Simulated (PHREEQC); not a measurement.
1 kg of water holding 0.03 mol Na2CO3 meets 20 L of dry gas (H2 1 by moles) at fixed total pressure, at 1 atm; fugacities by Peng-Robinson. The gases take part in no redox reaction, some water evaporates into the gas, and hydrates or a liquid gas phase aren't modelled. No solid was allowed to form.

The numbers come from PHREEQC with the ion-association model, phreeqc.dat.

| T (°C) | dissolved H2 (mol/kgw) | φ of H2 |
|---|---|---|
| 10 | 0.000855 | 1.000 |
| 20 | 0.000784 | 1.000 |
| 30 | 0.000729 | 1.000 |
| 40 | 0.000681 | 1.000 |
| 50 | 0.000633 | 1.000 |
| 60 | 0.000577 | 1.001 |
| 70 | 0.000501 | 1.001 |
| 80 | 0.000393 | 1.002 |

Complexes and solids missing from the database can't appear. Constants without temperature data keep their 25 °C values here.
